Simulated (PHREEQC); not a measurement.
1.5 g of hydrous ferric oxide (600 m²/g; 0.2 weak and 0.005 strong sites per Fe, Dzombak-Morel constants, diffuse double layer) in 1 kg of water with 0.001 mol/kgw of an inert sodium salt and 8.4e-05 mol/kgw NiCl2, at 25 °C; the pH is set by adding NaOH or the inert anion's acid. O2 is buffered at 0.21 atm. CO2 from the air is kept out. Nothing may precipitate in this run.

All values are PHREEQC results (ion-association model, wateq4f.dat), not measurements.

```csv
pH,Ni sorbed (%),surface charge σ (C/m²),surface potential ψ (mV)
3,0.0,0.279,225
3.75,0.0,0.170,212
4.12,0.1,0.127,201
4.88,1.2,0.066,172
5.25,4.9,0.046,156
6,44.2,0.021,120
6.75,90.8,0.009,80
7.12,97.9,0.006,60
7.88,99.9,0.001,16
8.25,100.0,0.000,-5
9,100.0,-0.004,-49
```

The oxide is taken as insoluble; below pH 4 it would dissolve.
